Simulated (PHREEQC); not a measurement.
Consider water at 40 °C with 5.1 mmol/kgw NaHS, 0.97 mmol/kgw NaHCO3 and 1.2 mmol/kgw MnCl2. Closed to the air; pH follows from the charge balance.

Equilibrium calculation in PHREEQC: ion-association model, wateq4f.dat.

Each row changes one thing in this solution. No solid was allowed to form.

| case | pH | ionic strength (mol/kgw) | HS- (mol/kgw) | HCO3- (mol/kgw) | H2S (mol/kgw) | CO2 (mol/kgw) | SI of Nahcolite (NaHCO3) | SI of Halite (NaCl) |
|---|---|---|---|---|---|---|---|---|
| as made | 8.06 | 0.00891 | 0.00487 | 0.000692 | 0.000226 | 1.08e-5 | -5.04 | -6.54 |
| MnCl2 replaced by LiCl at the same molality | 8.70 | 0.00730 | 0.00504 | 0.000922 | 5.49e-5 | 3.37e-6 | -4.91 | -6.83 |
| NaHS from 0.0051 to 0.00102 mol/kgw | 7.69 | 0.00510 | 0.000917 | 0.000763 | 0.000103 | 2.86e-5 | -5.47 | -7.00 |
| temperature from 40 to 70 °C | 7.88 | 0.00897 | 0.00488 | 0.000721 | 0.000218 | 1.76e-5 | -5.26 | -6.60 |
| 0.00075 mol/kgw KOH added | 9.17 | 0.00843 | 0.00508 | 0.000287 | 1.85e-5 | 3.52e-7 | -5.43 | -6.54 |

Complexes and solids missing from the database can't appear. Some of these states are supersaturated (in Rhodochrosite, for instance). Constants without temperature data keep their 25 °C values here. The polysulfide entries of wateq4f.dat were taken out for this run.
